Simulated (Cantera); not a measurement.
A perfectly stirred reactor is fed with 100 % N₂O, at 128 Torr; it is held at 1525 K, and followed from long to short residence time.

Model: GRI-Mech 3.0 (53 species, 325 reactions), integrated in Cantera. GRI-Mech 3.0 was tuned for natural gas; its chemistry of N2O as a main component is partial and can be far from experiment. The temperature is held fixed by assumption; the heat of reaction is taken as removed at once.

One state of this run: x N₂O = 0.650; x NO = 0.0604; x NO₂ = 6.28e-5; x N₂ = 0.203; x O = 8.88e-5; x O₂ = 0.0864. x: mole fraction; the columns are a selection and need not sum to one.

Q: Which value of τ (s) does it belong to?
A) 0.00031
B) 0.028
C) 0.55
D) 0.12

A: B, 0.028
